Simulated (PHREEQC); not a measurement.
Solution (12 °C): 94 mmol/kgw HNO3, 0.24 mmol/kgw AlCl3 and 98 mmol/kgw CuCl2. Closed to the air; pH follows from the charge balance.

All values are PHREEQC results (ion-association model, phreeqc.dat), not measurements.

Precipitation was switched off in this run.

Question: Order these Cu species by the share of Cu that they hold, largest first: Cu+2, CuCl2, CuCl+.

Answer: Cu+2 (93 %), CuCl+ (6.8 %), CuCl2 (0.25 %)

The pH is 1.14 and the ionic strength 0.376 mol/kgw. Constants without temperature data keep their 25 °C values here.
